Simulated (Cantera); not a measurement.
Charge: 1 mol SiCl4, 13 mol H2, held at 23.3 Torr.

These are equilibrium values from Cantera (NASA tables, ideal gas, pure condensed phases), not measurements of a reactor. Candidate condensed phases: Si; 19 gas species. The tables' values for SiCl3, SiCl are old estimates; treat these amounts as uncertain. Kinetics and transport are ignored. All values below are at 1400 °C.

Base state: H2 0.801, HCl 0.132, SiCl2 0.0649, SiCl3 0.00155, H 0.000579, SiHCl3 8.43e-5, SiCl4 7.72e-5, Cl 7.43e-5 (mole fractions); condensed: gas only.

**Question.** What changes in the equilibrium state with this change: pressure from 23.3 Torr to 7.50 Torr?

**Answer.** 
| species | before | after |
|---|---|---|
| H2 | 0.801 | 0.800 |
| HCl | 0.132 | 0.132 |
| SiCl2 | 0.0649 | 0.0656 |
| Si | 1.12e-5 | 3.47e-5 |
| SiH2Cl2 | 1.59e-5 | 5.16e-6 |
| SiHCl3 | 8.43e-5 | 2.76e-5 |
| SiCl4 | 7.72e-5 | 2.55e-5 |
